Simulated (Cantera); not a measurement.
Input: 1 mol SiH2Cl2, 26 mol N2, 0.06 mol HCl, equilibrated at 0.370 bar.

Equilibrium computed with Cantera from the NASA thermochemical tables; the gas is ideal and each condensed phase is pure. Candidate condensed phases: NH4Cl, Si, Si3N4; 28 gas species. N2 is the only nitrogen source here; it is nearly inert below about 1500 K, so the nitride shown seldom forms there in practice. The tables' values for SiCl3 are old estimates; treat these amounts as uncertain. The numbers say what is thermodynamically allowed, not how fast it happens.

x: gas mole fraction; n: condensed amount in mol.

| T (K) | x N2 | x HCl | x H2 | x SiCl2 | x SiCl4 | n Si3N4(s) |
|---|---|---|---|---|---|---|
| 1200 | 0.931 | 0.0515 | 0.0119 | 1.00e-5 | 0.00586 | 0.279 |
| 1250 | 0.930 | 0.0521 | 0.0116 | 3.01e-5 | 0.00565 | 0.280 |
| 1300 | 0.930 | 0.0525 | 0.0114 | 8.27e-5 | 0.00542 | 0.280 |
| 1350 | 0.930 | 0.0528 | 0.0112 | 0.000208 | 0.00512 | 0.280 |
| 1400 | 0.930 | 0.0529 | 0.0111 | 0.000485 | 0.00474 | 0.278 |
| 1450 | 0.930 | 0.0528 | 0.0112 | 0.00104 | 0.00422 | 0.275 |
| 1500 | 0.929 | 0.0522 | 0.0115 | 0.00204 | 0.00353 | 0.268 |
| 1550 | 0.929 | 0.0510 | 0.0120 | 0.00364 | 0.00272 | 0.257 |
| 1600 | 0.928 | 0.0491 | 0.0129 | 0.00588 | 0.00187 | 0.242 |
| 1650 | 0.927 | 0.0464 | 0.0142 | 0.00861 | 0.00115 | ? |
| 1700 | 0.927 | 0.0430 | 0.0158 | 0.0115 | 0.000638 | ? |
| 1750 | 0.927 | 0.0392 | 0.0176 | 0.0144 | 0.000332 | ? |

Question: Some entries are withheld; supply them.

Answer: 
- 1650, n Si3N4(s): 0.224
- 1700, n Si3N4(s): 0.203
- 1750, n Si3N4(s): 0.182
